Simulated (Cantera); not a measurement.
A freely propagating, adiabatic, planar premixed flame of H2 : O2 : N2 : H2O = 0.75 : 0.962 : 3.62 : 0.78 (molar parts), unburnt at 700 K and 0.132 atm; mixture-averaged transport, grid criteria slope 0.08 and curve 0.16, no radiation.

Computed with Cantera and the H2/O2 subset of GRI-Mech 3.0, which has no nitrogen chemistry. Burning velocities carry a grid error of a few per cent, more on coarse grids. Lean hydrogen flames are cellular in practice and burn faster than this planar one.

x: mole fraction of selected species; z is measured from the peak of heat release.

| z (mm) | T (K) | u (m/s) | x H2 | x O2 | x H2O | x OH | x H | x H2O2 |
|---|---|---|---|---|---|---|---|---|
| -16.9 | 700 | 3.51 | 0.123 | 0.157 | 0.128 | <1e-8 | <1e-8 | <1e-8 |
| -11.2 | 700 | 3.51 | 0.123 | 0.157 | 0.128 | <1e-8 | <1e-8 | <1e-8 |
| -8.43 | 700 | 3.51 | 0.123 | 0.157 | 0.128 | <1e-8 | 1.20e-8 | <1e-8 |
| -5.62 | 700 | 3.51 | 0.122 | 0.157 | 0.128 | ___ | ___ | ___ |
| -2.81 | 724 | 3.61 | 0.115 | 0.157 | 0.131 | 5.83e-5 | 0.000364 | 2.06e-6 |
| -1.41 | 831 | 4.09 | 0.0934 | 0.153 | 0.146 | 0.000339 | 0.00298 | 1.61e-6 |
| 0 | 1039 | 5.03 | 0.0496 | 0.135 | 0.188 | 0.00159 | 0.0110 | 1.51e-6 |
| 1.41 | 1211 | 5.82 | 0.0179 | 0.113 | 0.227 | 0.00377 | 0.0143 | 2.03e-6 |
| 2.81 | 1307 | 6.26 | 0.00955 | 0.106 | 0.241 | 0.00493 | 0.0116 | 1.71e-6 |
| 5.62 | 1403 | 6.68 | 0.00645 | 0.103 | 0.249 | 0.00547 | 0.00672 | 1.06e-6 |
| 11.2 | 1481 | 7.02 | ___ | 0.102 | 0.256 | 0.00512 | ___ | ___ |
| 22.5 | 1533 | 7.24 | 0.00202 | 0.102 | 0.260 | 0.00401 | 0.000954 | 3.06e-7 |
| 45.0 | 1561 | 7.36 | 0.000815 | 0.102 | 0.263 | 0.00269 | 0.000236 | 1.61e-7 |

### Question
Fill in the missing entries.

### Answer

- -5.62, x OH: 5.51e-8
- -5.62, x H: 1.77e-6
- -5.62, x H2O2: 3.15e-8
- 11.2, x H2: 0.00404
- 11.2, x H: 0.00294
- 11.2, x H2O2: 5.72e-7
